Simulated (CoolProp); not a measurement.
Properties of tetradecamethylhexasiloxane (MD4M) at several states.

Model: reference Helmholtz-energy equation of state, Thol 2019, in CoolProp.

```csv
T (K),p (kPa),phase,density (kg/m³),cp (kJ/(kg K)),cv (kJ/(kg K)),speed of sound (m/s),expansivity (1/kK)
267.2,198,liquid,916.8,1.626,1.347,1058,1.060
300,4090,liquid,890.0,1.712,1.446,974.9,1.050
337.9,3740,liquid,854.2,1.801,1.544,862.3,1.091
281.2,87.1,liquid,903.1,1.665,1.391,1009,1.072
335.4,65.3,liquid,850.7,1.799,1.537,839.2,1.139
416,377,liquid,771.8,1.969,1.721,626.5,1.316
```
